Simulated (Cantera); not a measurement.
An isothermal, constant-pressure homogeneous reactor starts with 32.3 % C2H4, 67.7 % H2, at 1500 K and 2670 Pa.

Detailed kinetics in Cantera: GRI-Mech 3.0 (53 species, 325 reactions). GRI-Mech 3.0 was tuned for natural gas; its chemistry of ethylene as a main component is partial and can be far from experiment. GRI-Mech 3.0 stops at C3 and has no aromatics, soot or wall deposition, so with more carbon than oxygen in the feed, carbon stays in small species such as C2H2 where larger ones or solid carbon would form. Radical loss at walls, strong at low pressure, is not modelled.

### Question
Predict: x(C2H4) at 4.00 s; x(H2) at 4.00 s; x(C2H6) at 4.00 s; x(CH3) at 4.00 s; x(CH4) at 4.00 s; x(C2H) at 4.00 s.

### Answer
- x(C2H4) at 4.00 s = 0.00137 (gas-phase equilibrium 0.00136)
- x(H2) at 4.00 s = 0.755 (gas-phase equilibrium 0.750)
- x(C2H6) at 4.00 s = 1.30e-7 (gas-phase equilibrium 2.35e-7)
- x(CH3) at 4.00 s = 1.85e-6 (gas-phase equilibrium 1.82e-5)
- x(CH4) at 4.00 s = 0.000720 (gas-phase equilibrium 0.00720)
- x(C2H) at 4.00 s = 5.79e-8 (gas-phase equilibrium 5.68e-8)
